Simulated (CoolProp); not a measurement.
Saturation properties of R245ca.

Model: reference Helmholtz-energy equation of state, Zhou 2016, in CoolProp.

```csv
T (K),p (MPa),liquid density (kg/m³),enthalpy of vaporisation (kJ/kg),liquid cp (kJ/(kg K)),vapour Z,surface tension (mN/m)
271.2,0.03105,1453,219.4,1.344,0.9840,19.8
278.8,0.04447,1435,215.2,1.353,0.9789,18.8
286.3,0.06194,1417,211.0,1.362,0.9730,17.9
293.9,0.08484,1398,206.7,1.373,0.9660,16.9
301.5,0.1140,1379,202.4,1.384,0.9578,15.9
309.1,0.1505,1359,198.0,1.397,0.9485,14.9
316.7,0.1954,1340,193.5,1.410,0.9378,13.9
324.3,0.2502,1319,188.9,1.424,0.9259,12.9
331.8,0.3151,1299,184.2,1.440,0.9128,12.0
339.4,0.3933,1277,179.3,1.457,0.8981,11.0
347,0.4854,1255,174.2,1.475,0.8818,10.1
354.6,0.5930,1232,168.8,1.495,0.8640,9.12
362.2,0.7177,1208,163.3,1.518,0.8445,8.19
369.8,0.8611,1183,157.4,1.544,0.8231,7.29
377.3,1.023,1157,151.2,1.573,0.8001,6.42
```

It boils at 298.4 K under 1 atm.

Surface tension comes from a separate correlation (Mulero 2012).
